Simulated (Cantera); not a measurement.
Reactions in the system Na-O-S

Source: NASA polynomial tables (part measured, part estimated), evaluated in Cantera. Values are per mole of reaction as written; species without (g) are pure solids or liquids, kept so even where they would boil at 1 bar.

4 Na(g) + S2(g) + 4 O2(g) → 2 Na2SO4

```csv
T (K),ΔH° (kJ),ΔS° (J/K),ΔG° (kJ),log10 K,condensed phases
300,-3333.2,-1364.4,-2923.8,509.08,Na2SO4(s)
1150,-3220.2,-1196.3,-1844.4,83.78,Na2SO4(s)
1200,-3165.7,-1149.3,-1786.5,77.76,Na2SO4(l)
1250,-3159.2,-1144.0,-1729.2,72.26,Na2SO4(l)
1300,-3152.7,-1138.9,-1672.2,67.19,Na2SO4(l)
1350,-3146.3,-1134.1,-1615.3,62.50,Na2SO4(l)
1400,-3139.9,-1129.4,-1558.7,58.16,Na2SO4(l)
1450,-3133.6,-1125.0,-1502.4,54.12,Na2SO4(l)
```
